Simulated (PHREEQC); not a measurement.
A solution holds 0.016 mol K2CO3, 0.00052 mol K2SO4 and 0.00035 mol H3BO3 per kg of water, at 55 °C. Closed to the air; pH follows from the charge balance.

All values are PHREEQC results (ion-association model, phreeqc.dat), not measurements.

Each row changes one thing in this solution. Precipitation was switched off in this run.

```tsv
case	pH	ionic strength (mol/kgw)	H3BO3 (mol/kgw)
as made	10.50	0.0462	9.13e-6
K2SO4 left out	10.51	0.0448	9.11e-6
K2CO3 replaced by KBr at the same molality	6.20	0.0175	0.000349
K2SO4 from 0.00052 to 5.2e-05 mol/kgw	10.51	0.0449	9.11e-6
diluted 5-fold with water	10.19	0.00859	4.09e-6
K2SO4 replaced by KH2PO4 at the same molality	10.46	0.0456	1.01e-5
H3BO3 from 0.00035 to 0.000385 mol/kgw	10.50	0.0462	1.01e-5
K2SO4 from 0.00052 to 0.0052 mol/kgw	___	___	___
```

Q: Fill in the missing entries.

A: 
- K2SO4 from 0.00052 to 0.0052 mol/kgw, pH: 10.49
- K2SO4 from 0.00052 to 0.0052 mol/kgw, ionic strength (mol/kgw): 0.0587
- K2SO4 from 0.00052 to 0.0052 mol/kgw, H3BO3 (mol/kgw): 9.26e-6

Constants without temperature data keep their 25 °C values here.
